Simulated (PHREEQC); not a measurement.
Solution (25 °C): 0.0063 mol NaH2PO4 and 0.44 mol K2HPO4 per kg of water. Closed to the air; pH follows from the charge balance.

Computed with PHREEQC (ion-association model, wateq4f.dat).

```json
{
 "pH": "8.33",
 "ionic_strength": "1.16 mol/kgw",
 "activity_of_water": "0.979",
 "total_alkalinity": "440 meq/kg"
}
```

| species | molality | activity | log γ |
|---|---|---|---|
| K+ | 0.798 | 0.472 | -0.228 |
| HPO4-2 | 0.357 | 0.0574 | -0.794 |
| KHPO4- | 0.0816 | 0.0529 | -0.189 |
| H2PO4- | 0.00664 | 0.00430 | -0.189 |
| Na+ | 0.00560 | 0.00405 | -0.140 |
| NaHPO4- | 0.000701 | 0.000454 | -0.189 |
| PO4-3 | 0.000340 | 5.56e-6 | -1.786 |
| OH- | 3.71e-6 | 2.11e-6 | -0.246 |
| H+ | 6.30e-9 | 4.65e-9 | -0.131 |
| H3PO4 | 2.26e-9 | 2.95e-9 | 0.116 |

No solid was allowed to form. The ionic strength is past about 0.7 mol/kgw, beyond the range of this activity model, so the values are rough. Species that the database lacks are ignored. H3PO4, which wateq4f.dat lacks, is added to it with the constant of phreeqc.dat.
